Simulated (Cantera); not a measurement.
Charge: 1 mol CCl4, 0.15 mol H2, held at 1.40 Pa.

Equilibrium computed with Cantera from the NASA thermochemical tables; the gas is ideal and each condensed phase is pure. Candidate condensed phases: C, C6H6, C7H8, C8H18; 91 gas species. The numbers say what is thermodynamically allowed, not how fast it happens.

x: gas mole fraction; n: condensed amount in mol.

```csv
T (°C),x Cl,x C,x H,x C3,x C2,n C(graphite)
2127,0.920,0.00284,0.0643,0.00701,0.000634,0.891
2177,0.908,___,0.0651,___,___,___
2227,0.883,0.0119,0.0643,0.0355,0.00327,0.432
2277,0.849,0.0215,0.0625,0.0593,0.00599,0
2327,0.843,___,0.0625,___,___,0
2377,0.835,0.0444,0.0621,0.0489,0.00867,0
2427,0.825,0.0613,0.0615,0.0417,0.00986,0
2477,0.813,0.0816,0.0608,0.0334,0.0107,0
2527,0.800,0.104,0.0598,0.0246,0.0108,0
```

Q: Some entries are withheld; supply them.

A: 
- 2327, x C: 0.0313
- 2327, x C3: 0.0547
- 2327, x C2: 0.00732
- 2177, x C: 0.00589
- 2177, x C3: 0.0160
- 2177, x C2: 0.00146
- 2177, n C(graphite): 0.749
